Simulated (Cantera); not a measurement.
Hydrocarbon pyrolysis for carbon deposition

An isothermal, constant-pressure homogeneous reactor starts with CH4 : N2 = 1 : 2.6 (molar parts), at 1350 K and 20.0 Torr.

Model: GRI-Mech 3.0 (53 species, 325 reactions), integrated in Cantera. GRI-Mech 3.0 stops at C3 and has no aromatics, soot or wall deposition, so with more carbon than oxygen in the feed, carbon stays in small species such as C2H2 where larger ones or solid carbon would form. Radical loss at walls, strong at low pressure, is not modelled.

| t (s) | x CH4 | x C2H2 | x C2H4 | x CH2 | x HCN |
|---|---|---|---|---|---|
| 3.00e-6 | 0.278 | <1e-12 | <1e-12 | <1e-12 | <1e-12 |
| 2.06e-5 | 0.278 | <1e-12 | <1e-12 | <1e-12 | <1e-12 |
| 0.000141 | 0.278 | <1e-12 | <1e-12 | <1e-12 | <1e-12 |
| 0.000965 | 0.278 | <1e-12 | <1e-12 | <1e-12 | <1e-12 |
| 0.00662 | 0.278 | <1e-12 | 3.36e-10 | <1e-12 | <1e-12 |
| 0.0453 | 0.278 | 1.46e-10 | 1.05e-7 | 1.29e-11 | <1e-12 |
| 0.311 | 0.278 | 2.48e-7 | 1.43e-5 | 1.77e-10 | <1e-12 |
| 2.13 | 0.276 | 0.000119 | 0.000527 | 8.15e-10 | <1e-12 |
| 14.6 | 0.259 | 0.00601 | 0.00154 | 7.51e-10 | 7.73e-12 |
| 100 | 0.193 | 0.0324 | 0.000710 | 4.03e-10 | 1.31e-10 |
x: mole fraction; the columns are a selection and need not sum to one.

Equilibrium at this temperature and pressure: CH4 0.00628, C2H2 0.0657, C2H4 0.000832, CH2 5.63e-11, HCN 0.0796 (gas phase only).
